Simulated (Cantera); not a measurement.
A perfectly stirred reactor is fed with C2H6 : O2 : N2 : H2O = 1 : 2.33 : 20.3 : 1.2 (molar parts), at 5330 Torr; it is adiabatic with a 750 K inlet, and is followed from long to short residence time, starting on the burning branch (τ in s: 0.38, 0.12, 0.036, 0.011, 0.0034, 0.001, 0.00032, 9.8e-05, 3e-05, 9.3e-06).

Model: GRI-Mech 3.0 (53 species, 325 reactions), integrated in Cantera.

Question: What does this change do: O2 2.33 to 1.8 parts?

Answer: 
| quantity | before | after |
|---|---|---|
| blow-out, bracketed by the residence times tried | burning at 1.00 ms, out at 0.320 ms | burning at 3.40 ms, out at 1.00 ms |
| x(C2H6) at τ = 0.380 s | 1.12e-5 | 0.000103 |
| x(O2) at τ = 0.380 s | 0.000356 | 0.000803 |
| x(H2O) at τ = 0.380 s | 0.120 | 0.100 |
| x(C2H2) at τ = 0.380 s | 0.00274 | 0.00386 |
| x(HO2) at τ = 0.380 s | 1.16e-7 | 5.08e-7 |
| x(C2H6) at τ = 1.00 ms | 0.00102 | 0.0412 |
| x(O2) at τ = 1.00 ms | 0.0137 | 0.0741 |
| x(H2O) at τ = 1.00 ms | 0.118 | 0.0494 |
| x(C2H2) at τ = 1.00 ms | 0.00137 | <1e-12 |
| x(HO2) at τ = 1.00 ms | 3.43e-5 | <1e-12 |

Question: What does this change do: 0.35 parts CO2 added?

Answer: 
| quantity | before | after |
|---|---|---|
| blow-out, bracketed by the residence times tried | burning at 1.00 ms, out at 0.320 ms | burning at 1.00 ms, out at 0.320 ms |
| x(C2H6) at τ = 0.380 s | 1.12e-5 | 1.36e-5 |
| x(O2) at τ = 0.380 s | 0.000356 | 0.000417 |
| x(H2O) at τ = 0.380 s | 0.120 | 0.122 |
| x(C2H2) at τ = 0.380 s | 0.00274 | 0.00270 |
| x(HO2) at τ = 0.380 s | 1.16e-7 | 1.35e-7 |
| x(C2H6) at τ = 1.00 ms | 0.00102 | 0.00132 |
| x(O2) at τ = 1.00 ms | 0.0137 | 0.0160 |
| x(H2O) at τ = 1.00 ms | 0.118 | 0.115 |
| x(C2H2) at τ = 1.00 ms | 0.00137 | 0.00102 |
| x(HO2) at τ = 1.00 ms | 3.43e-5 | 4.42e-5 |
